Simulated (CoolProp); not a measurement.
A single-stage vapour-compression cycle with carbon dioxide: evaporating at 232.15 K (dew point), condensing at 294.15 K (bubble point), superheat 8 K, subcooling 0 K, compressor efficiency 0.65, no pressure losses. Each further row changes one setting.

Values from CoolProp's reference Helmholtz-energy equation of state, Span 1996.

```tsv
case	cooling COP	pressure ratio	discharge temperature (K)	refrigerating effect (kJ/kg)	volumetric capacity (kJ/m³)
as stated	1.34	6.06	412.5	184	4400
evaporating temperature 237.15 K	…	…	399.4	185	5290
condensing temperature 289.15 K	1.58	5.38	…	200	…
subcooling 5 K	1.47	6.06	412.5	…	4850
superheat 18 K	…	6.06	428.5	194	4370
compressor efficiency 0.55	1.13	6.06	435.0	184	4400
```

Q: Some entries are withheld; supply them.

A: 
- evaporating temperature 237.15 K, cooling COP: 1.53
- evaporating temperature 237.15 K, pressure ratio: 5.05
- condensing temperature 289.15 K, discharge temperature (K): 399.7
- condensing temperature 289.15 K, volumetric capacity (kJ/m³): 4790
- subcooling 5 K, refrigerating effect (kJ/kg): 202
- superheat 18 K, cooling COP: 1.33
